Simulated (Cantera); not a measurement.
**Reactions in the system F-S**

Source: NASA polynomial tables (part measured, part estimated), evaluated in Cantera. Values are per mole of reaction as written; species without (g) are pure solids or liquids, kept so even where they would boil at 1 bar.

SF6(g) = F2(g) + SF4(g)

| T (K) | ΔH° (kJ) | ΔS° (J/K) | ΔG° (kJ) | log10 K |
|---|---|---|---|---|
| 350 | 457.8 | 212.4 | 383.5 | -57.23 |
| 375 | 458.0 | 212.9 | 378.1 | -52.67 |
| 400 | 458.1 | 213.2 | 372.8 | -48.68 |
| 425 | 458.2 | 213.4 | 367.5 | -45.16 |
| 450 | 458.2 | 213.5 | 362.1 | -42.04 |
| 475 | 458.3 | 213.6 | 356.8 | -39.24 |
| 500 | 458.3 | 213.6 | 351.5 | -36.72 |
| 525 | 458.2 | 213.5 | 346.1 | -34.44 |
| 550 | 458.2 | 213.4 | 340.8 | -32.37 |

S + 4 F(g) = SF4(g)

| T (K) | ΔH° (kJ) | ΔS° (J/K) | ΔG° (kJ) | log10 K | condensed phases |
|---|---|---|---|---|---|
| 350 | -1082.5 | -372.8 | -952.0 | 142.07 | S(s) |
| 375 | -1083.6 | -376.0 | -942.6 | 131.30 | S(s) |
| 400 | -1086.2 | -382.5 | -933.2 | 121.86 | S(l) |
| 425 | -1087.1 | -384.8 | -923.6 | 113.51 | S(l) |
| 450 | -1088.1 | -387.0 | -913.9 | 106.08 | S(l) |
| 475 | -1089.0 | -389.0 | -904.2 | 99.43 | S(l) |
| 500 | -1089.9 | -390.9 | -894.5 | 93.44 | S(l) |
| 525 | -1090.8 | -392.6 | -884.7 | 88.02 | S(l) |
| 550 | -1091.6 | -394.1 | -874.8 | 83.08 | S(l) |

3 SF4(g) = S + 2 SF6(g)

```
T (K)  ΔH° (kJ)  ΔS° (J/K)  ΔG° (kJ)  log10 K  condensed phases
-----  --------  ---------  --------  -------  ----------------
350      -152.1     -285.9     -52.1     7.77              S(s)
375      -151.9     -285.4     -44.9     6.26              S(s)
400      -150.3     -281.1     -37.8     4.94              S(l)
425      -150.1     -280.6     -30.8     3.79              S(l)
450      -149.8     -280.0     -23.8     2.76              S(l)
475      -149.4     -279.2     -16.8     1.85              S(l)
500      -149.0     -278.3      -9.9     1.03              S(l)
525      -148.6     -277.5      -2.9     0.29              S(l)
550      -148.2     -276.7       4.0    -0.38              S(l)
```
